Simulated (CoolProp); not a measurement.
Vapour-liquid equilibrium of dimethyl ether (1) + isobutane (2) at 261 K; x and y are mole fractions of (1).

Values from CoolProp's multi-fluid Helmholtz-energy mixture model, Wu 2011 and Bücker 2006; pair parameters Bell 2016.

| x | bubble pressure (MPa) | y at the bubble point | dew pressure at overall composition x (MPa) | liquid density (mol/L) |
|---|---|---|---|---|
| 0.05 | 0.1091 | 0.127 | 0.1033 | 10.40 |
| 0.15 | 0.1248 | 0.305 | 0.1110 | 10.76 |
| 0.25 | 0.1371 | 0.427 | 0.1196 | 11.16 |
| 0.35 | 0.1467 | 0.519 | 0.1292 | 11.59 |
| 0.45 | 0.1544 | 0.594 | 0.1395 | 12.06 |
| 0.55 | 0.1605 | 0.660 | 0.1500 | 12.57 |
| 0.65 | 0.1652 | 0.723 | 0.1596 | 13.13 |
| 0.75 | 0.1686 | 0.789 | 0.1668 | 13.75 |
| 0.85 | 0.1707 | 0.861 | 0.1705 | 14.43 |
| 0.95 | 0.1711 | 0.948 | 0.1710 | 15.17 |

y crosses x between x = 0.85 and 0.95: the model has an azeotrope there.

The pair parameters rest on a limited set of measurements; away from them the model extrapolates.
